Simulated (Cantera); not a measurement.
## CH₂F₂ + HCl + H₂ (fluorocarbon and chlorocarbon gases)

Charge: 1 mol CH₂F₂, 1.3 mol HCl, 0.58 mol H₂, at 2200 Pa.

These are equilibrium values from Cantera (NASA tables, ideal gas, pure condensed phases), not measurements of a reactor. Candidate condensed phases: C, C₆H₆, C₇H₈, C₈H₁₈; 118 gas species. The tables' values for CCl are old estimates; treat these amounts as uncertain. Equilibrium is a limit: real reactors are often held back by kinetics, nucleation or transport.

From 1500 K to 3000 K the condensed part is C(graphite). From 3150 K to 3450 K nothing is condensed. The main C-bearing gas is C₂H₂ (acetylene) at 1500 K and C₃ at 3450 K.

```
T (K)   x HF       x H    x HCl      x Cl    x H₂       x F      x C₃       x C      x C₂  n C(graphite)
-----  -----  --------  -------  --------  ------  --------  --------  --------  --------  -------------
1500   0.515   4.59e-5    0.335   8.29e-5   0.149   4.35e-9    <1e-12    <1e-12    <1e-12          1.000
1650   0.515  0.000237    0.335  0.000415   0.150   6.00e-8    <1e-12    <1e-12    <1e-12          1.000
1800   0.515  0.000934    0.333   0.00159   0.150   5.36e-7  5.21e-12  1.15e-11    <1e-12          1.000
1950   0.513   0.00299    0.329   0.00492   0.150   3.42e-6  3.56e-10  4.58e-10  2.99e-11          0.999
2100   0.510   0.00814    0.319    0.0127   0.150   1.67e-5   1.31e-8   1.08e-8   1.13e-9          0.998
2250   0.503    0.0194    0.299    0.0280   0.150   6.60e-5   2.95e-7   1.66e-7   2.60e-8          0.996
2400   0.491    0.0412    0.266    0.0530   0.147  0.000218   4.46e-6   1.81e-6   4.03e-7          0.991
2550   0.472    0.0786    0.220    0.0871   0.140  0.000630   4.84e-5   1.48e-5   4.50e-6          0.982
2700   0.446     0.134    0.165     0.126   0.123   0.00165  0.000400   9.63e-5   3.83e-5          0.963
2850   0.414     0.204    0.111     0.161  0.0972   0.00405   0.00263  0.000513  0.000259          0.906
3000   0.374     0.274   0.0654     0.184  0.0663   0.00957    0.0142   0.00230   0.00144          0.661
3150   0.321     0.326   0.0338     0.190  0.0390    0.0215    0.0433   0.00783   0.00518              0
3300   0.274     0.377   0.0178     0.192  0.0234    0.0447    0.0377    0.0162   0.00770              0
3450   0.213     0.418  0.00929     0.186  0.0138    0.0810    0.0289    0.0302    0.0101              0
```
x: gas mole fraction; n: condensed amount in mol.
